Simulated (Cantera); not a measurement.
Cantera with NASA thermochemical tables; ideal gases at 1 bar, condensed phases pure. Values are per mole of reaction as written; species without (g) are pure solids or liquids, kept so even where they would boil at 1 bar.

6 HBO₂(g) ⇌ 2 O₃(g) + 3 B₂O₂(g) + 6 H(g)

| T (K) | ΔH° (kJ) | ΔS° (J/K) | ΔG° (kJ) | log10 K |
|---|---|---|---|---|
| 575 | 3618.3 | 530.2 | 3313.5 | -301.00 |
| 650 | 3625.7 | 542.2 | 3273.3 | -263.04 |
| 725 | 3632.6 | 552.2 | 3232.2 | -232.87 |
| 800 | (withheld) | (withheld) | (withheld) | (withheld) |
| 875 | (withheld) | (withheld) | (withheld) | (withheld) |
| 950 | 3650.8 | 574.1 | 3105.3 | -170.74 |
| 1025 | 3656.1 | 579.6 | 3062.1 | -156.04 |
| 1100 | 3661.2 | 584.3 | 3018.4 | -143.33 |

Q: Complete the blanks.

A: 
- 800, ΔH° (kJ): 3639.0
- 800, ΔS° (J/K): 560.7
- 800, ΔG° (kJ): 3190.5
- 800, log10 K: -208.31
- 875, ΔH° (kJ): 3645.1
- 875, ΔS° (J/K): 567.9
- 875, ΔG° (kJ): 3148.2
- 875, log10 K: -187.93
